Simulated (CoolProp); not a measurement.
Values from CoolProp's reference Helmholtz-energy equation of state, Gao 2022.

**Question.** For n-perfluorohexane, give the phase and the cp (kJ/(kg K)), fugacity coefficient at 450 K and 0.237 MPa; 450 K and 0.792 MPa.

**Answer.** 
- 450 K and 0.237 MPa: gas; cp 1.02, fugacity coefficient 0.953
- 450 K and 0.792 MPa: gas; cp 1.06, fugacity coefficient 0.846
